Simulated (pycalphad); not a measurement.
# Phase fractions of Mg-5.039Si-6.659Al (wt.%)

Source of the numbers: pycalphad with the COST 507 light-alloy database (1999); pressure 1 atm. The data set is of 1999 and partly superseded. Amounts are mole fractions of atoms. Kinetics are ignored, which matters at the lower temperatures.

```json
[
 {"T (°C)": "777", "liquid": "1.000", "MG2SI": "-", "hcp": "-", "ALMG_GAMMA": "-"},
 {"T (°C)": "727", "liquid": "0.972", "MG2SI": "0.028", "hcp": "-", "ALMG_GAMMA": "-"},
 {"T (°C)": "677", "liquid": "0.933", "MG2SI": "0.067", "hcp": "-", "ALMG_GAMMA": "-"},
 {"T (°C)": "627", "liquid": "0.906", "MG2SI": "0.094", "hcp": "-", "ALMG_GAMMA": "-"},
 {"T (°C)": "577", "liquid": "0.404", "MG2SI": "0.122", "hcp": "0.474", "ALMG_GAMMA": "-"},
 {"T (°C)": "527", "liquid": "0.081", "MG2SI": "0.131", "hcp": "0.788", "ALMG_GAMMA": "-"},
 {"T (°C)": "477", "liquid": "-", "MG2SI": "0.133", "hcp": "0.867", "ALMG_GAMMA": "-"},
 {"T (°C)": "427", "liquid": "-", "MG2SI": "0.133", "hcp": "0.867", "ALMG_GAMMA": "-"},
 {"T (°C)": "377", "liquid": "-", "MG2SI": "0.133", "hcp": "0.867", "ALMG_GAMMA": "-"},
 {"T (°C)": "327", "liquid": "-", "MG2SI": "0.133", "hcp": "0.863", "ALMG_GAMMA": "0.004"},
 {"T (°C)": "277", "liquid": "-", "MG2SI": "0.133", "hcp": "0.819", "ALMG_GAMMA": "0.049"},
 {"T (°C)": "227", "liquid": "-", "MG2SI": "0.133", "hcp": "0.785", "ALMG_GAMMA": "0.082"},
 {"T (°C)": "177", "liquid": "-", "MG2SI": "0.133", "hcp": "0.761", "ALMG_GAMMA": "0.106"},
 {"T (°C)": "127", "liquid": "-", "MG2SI": "0.133", "hcp": "0.744", "ALMG_GAMMA": "0.123"},
 {"T (°C)": "77", "liquid": "-", "MG2SI": "0.133", "hcp": "0.733", "ALMG_GAMMA": "0.135"}
]
```

Database names, with the compositions (at.%) that they take in these runs: MG2SI: Mg 67 Si 33; ALMG_GAMMA: Mg 59 Al 41.
